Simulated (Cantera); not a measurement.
## Low-pressure radical oxidation in H2/O2

A perfectly stirred reactor is fed with H2 : O2 = 0.055 : 1 (molar parts), at 2670 Pa; it is held at 1423 K, and followed from long to short residence time.

Detailed kinetics in Cantera: the H2/O2 subset of GRI-Mech 3.0, which has no nitrogen chemistry. Radical loss at walls, strong at low pressure, is not modelled. The temperature is held fixed by assumption; the heat of reaction is taken as removed at once.

```tsv
τ (s)	x H2	x O2	x H	x H2O2	x H2O	x OH	x O
23	1.21e-5	0.946	4.59e-6	1.18e-8	0.0532	0.000633	0.000313
4.0	3.75e-5	0.945	2.66e-5	2.33e-8	0.0529	0.00113	0.00101
0.70	0.000112	0.942	0.000146	4.15e-8	0.0522	0.00200	0.00315
0.12	0.000319	0.936	0.000729	6.64e-8	0.0508	0.00339	0.00917
0.021	0.000781	0.922	0.00257	8.98e-8	0.0482	0.00511	0.0210
0.0037	0.00179	0.910	0.00508	1.08e-7	0.0447	0.00660	0.0313
0.00065	0.00561	0.910	0.00671	1.42e-7	0.0391	0.00833	0.0305
```
x: mole fraction; the columns are a selection and need not sum to one.
